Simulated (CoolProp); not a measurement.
Computed with CoolProp (reference Helmholtz-energy equation of state, Gao 2022).

Question: For n-perfluoropentane, give the phase and the density (kg/m³), cp (kJ/(kg K)) at 437.2 K and 4.3 MPa.

Answer: 
- 437.2 K and 4.3 MPa: supercritical; density 999, cp 1.37
